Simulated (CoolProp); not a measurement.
Model: reference Helmholtz-energy equation of state, Pan 2012, in CoolProp.

Question: Give the vapour pressure (kPa), vapour density (kg/m³), enthalpy of vaporisation (kJ/kg), liquid cp (kJ/(kg K)) of saturated R236FA at 271.6, 317 K.

Answer: 
| T (K) | p (kPa) | vapour density (kg/m³) | enthalpy of vaporisation (kJ/kg) | liquid cp (kJ/(kg K)) |
|---|---|---|---|---|
| 271.6 | 101 | 7.14 | 159 | 1.19 |
| 317 | 489 | 32.8 | 134 | 1.28 |
